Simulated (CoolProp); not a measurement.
The numbers come from the reference Helmholtz-energy equation of state, Aleksandrov 2011 in CoolProp. It is a short technical equation, of lower accuracy than the large ones.

**Question.** For n-undecane, give the phase and the density (kg/m³), cp (kJ/(kg K)), isothermal compressibility (1/MPa), expansivity (1/kK) at 539 K and 2.31 bar; 539 K and 15.7 bar.

**Answer.** 
- 539 K and 2.31 bar: gas; density 8.87, cp 2.72, isothermal compressibility 4.80, expansivity 2.65
- 539 K and 15.7 bar: liquid; density 534, cp 3.18, isothermal compressibility 0.00978, expansivity 2.13
